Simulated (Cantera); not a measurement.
# Nitride etching: AlN + O2 + H2 + Cl2

Charge: 1 mol AlN, 0.19 mol O2, 31 mol H2, 2.9 mol Cl2, equilibrated at 1.40 Pa.

Method: chemical equilibrium by Gibbs-energy minimisation in Cantera with the NASA 1993 tables (ideal gas, pure condensed phases). Candidate condensed phases: Al, AlCl3, AlN, Al2O3, H2O, NH4Cl; 45 gas species. The tables' values for AlCl2, AlOH are old estimates; treat these amounts as uncertain. Rates play no part.

From 1125 K to 1875 K the condensed part is Al2O3(s). The main Al-bearing gas is AlCl3 at 1125 K and AlCl at 1875 K.

| T (K) | log p H2 | log p H | log p HCl | log p AlCl | log p AlCl3 | log p Cl | log p N2 | n Al2O3(s) |
|---|---|---|---|---|---|---|---|---|
| 1125 | -4.92 | -9.81 | -5.83 | -8.15 | -6.53 | -10.77 | -6.69 | 0.127 |
| 1200 | -4.92 | -9.17 | -5.80 | -7.31 | -6.62 | -10.11 | -6.69 | 0.127 |
| 1275 | -4.93 | -8.60 | -5.75 | -6.83 | -6.90 | -9.49 | -6.69 | 0.127 |
| 1350 | -4.94 | -8.09 | -5.71 | -6.63 | -7.38 | -8.95 | -6.69 | 0.127 |
| 1425 | -4.94 | -7.64 | -5.70 | -6.56 | -7.97 | -8.48 | -6.70 | 0.127 |
| 1500 | -4.94 | -7.23 | -5.70 | -6.54 | -8.55 | -8.07 | -6.70 | 0.126 |
| 1575 | -4.95 | -6.85 | -5.70 | -6.53 | -9.10 | -7.71 | -6.70 | 0.126 |
| 1650 | -4.95 | -6.52 | -5.71 | -6.53 | -9.61 | -7.38 | -6.70 | 0.123 |
| 1725 | -4.96 | -6.21 | -5.72 | -6.53 | -10.09 | -7.08 | -6.71 | 0.118 |
| 1800 | -4.98 | -5.94 | -5.75 | -6.53 | -10.54 | -6.82 | -6.72 | 0.106 |
| 1875 | -5.02 | -5.69 | -5.80 | -6.52 | -10.99 | -6.60 | -6.73 | 0.0819 |
log p: log10 of the partial pressure in bar; n: condensed amount in mol.
